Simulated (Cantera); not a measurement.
Cantera run:

```python
import numpy as np
import cantera as ct

gas_names = """
    CL CL2 H HCL H2 Si SiCL SiCL2 SiCL3 SiCL4 SiH SiHCL3 SiH2 SiH2CL2 SiH3 SiH3CL SiH4 Si2 Si3
""".split()
cond_names = """
    Si(cr) Si(L)
""".split()


# ... load() reads the species with a 1 bar reference pressure and builds the phases ...
atoms = {
    'Si2Cl6': {'Si': 2, 'CL': 6},
    'H2': {'H': 2},
}
top_T = {}  # K; cautious upper limits of use, not melting points


# ... equilibrate(T, P, feed) seeds the gas with the atoms and calls Mixture.equilibrate('TP', solver="vcs", rtol=1e-11, max_steps=5000) ...
results = []
feed = {'Si2Cl6': 1, 'H2': 110}  # mol
P = 9200  # Pa
for T in [1223, 1273, 1323, 1373, 1423, 1473, 1523, 1573, 1623, 1673, 1723, 1773, 1823]:
    mix = equilibrate(T, P, feed)
    results.append((T, P, feed, dict(zip(mix.species_names, mix.species_moles))))
    x = sorted(zip(gas.X, gas.species_names), reverse=True)
    print(f"T = {T:g} K  P = {P:g} Pa  gas = {mix.phase_moles(0):.4g} mol")
    print("   x: " + "  ".join(f"{s} {v:.3e}" for v, s in x if v > 0.0001))
    print("   condensed (mol): " + ("  ".join(f"{mix.phase(i).name} {mix.phase_moles(i):.4g}"
          for i in range(1, mix.n_phases) if mix.phase_moles(i) > 1e-12) or "none"))
```

It prints:

```
T = 1223 K  P = 9200 Pa  gas = 112.6 mol
   x: H2 9.584e-01  HCL 3.490e-02  SiCL2 3.093e-03  SiCL4 1.471e-03  SiHCL3 1.247e-03  SiCL3 7.555e-04  SiH2CL2 1.409e-04
   condensed (mol): Si(cr) 1.244
T = 1273 K  P = 9200 Pa  gas = 112.8 mol
   x: H2 9.557e-01  HCL 3.813e-02  SiCL2 3.935e-03  SiHCL3 7.182e-04  SiCL4 7.170e-04  SiCL3 6.561e-04
   condensed (mol): Si(cr) 1.309
T = 1323 K  P = 9200 Pa  gas = 112.9 mol
   x: H2 9.542e-01  HCL 3.991e-02  SiCL2 4.563e-03  SiCL3 5.158e-04  SiHCL3 3.868e-04  SiCL4 3.189e-04
   condensed (mol): Si(cr) 1.339
T = 1373 K  P = 9200 Pa  gas = 112.9 mol
   x: H2 9.535e-01  HCL 4.071e-02  SiCL2 5.000e-03  SiCL3 3.859e-04  SiHCL3 2.041e-04  SiCL4 1.378e-04
   condensed (mol): Si(cr) 1.348
T = 1423 K  P = 9200 Pa  gas = 113 mol
   x: H2 9.532e-01  HCL 4.100e-02  SiCL2 5.314e-03  SiCL3 2.846e-04  SiHCL3 1.088e-04
   condensed (mol): Si(cr) 1.345
T = 1473 K  P = 9200 Pa  gas = 113 mol
   x: H2 9.530e-01  HCL 4.104e-02  SiCL2 5.554e-03  SiCL3 2.105e-04
   condensed (mol): Si(cr) 1.336
T = 1523 K  P = 9200 Pa  gas = 113 mol
   x: H2 9.530e-01  HCL 4.095e-02  SiCL2 5.749e-03  SiCL3 1.575e-04
   condensed (mol): Si(cr) 1.325
T = 1573 K  P = 9200 Pa  gas = 113 mol
   x: H2 9.530e-01  HCL 4.080e-02  SiCL2 5.914e-03  H 1.309e-04  SiCL3 1.194e-04
   condensed (mol): Si(cr) 1.313
T = 1623 K  P = 9200 Pa  gas = 113 mol
   x: H2 9.530e-01  HCL 4.063e-02  SiCL2 6.058e-03  H 2.224e-04
   condensed (mol): Si(cr) 1.301
T = 1673 K  P = 9200 Pa  gas = 113 mol
   x: H2 9.529e-01  HCL 4.044e-02  SiCL2 6.185e-03  H 3.665e-04
   condensed (mol): Si(cr) 1.288
T = 1723 K  P = 9200 Pa  gas = 113 mol
   x: H2 9.525e-01  HCL 4.078e-02  SiCL2 6.038e-03  H 5.868e-04
   condensed (mol): Si(L) 1.304
T = 1773 K  P = 9200 Pa  gas = 113.1 mol
   x: H2 9.518e-01  HCL 4.133e-02  SiCL2 5.767e-03  H 9.150e-04
   condensed (mol): Si(L) 1.333
T = 1823 K  P = 9200 Pa  gas = 113.1 mol
   x: H2 9.510e-01  HCL 4.183e-02  SiCL2 5.511e-03  H 1.393e-03
   condensed (mol): Si(L) 1.356
```

Cantera equilibrium calculation (NASA polynomials, part measured and part estimated; ideal gas, pure solids and liquids). The feed counts by its element totals alone. The tables' values for SiCl3, SiCl are old estimates; treat these amounts as uncertain. Gases not in the tables: Si2H6 and higher silanes.
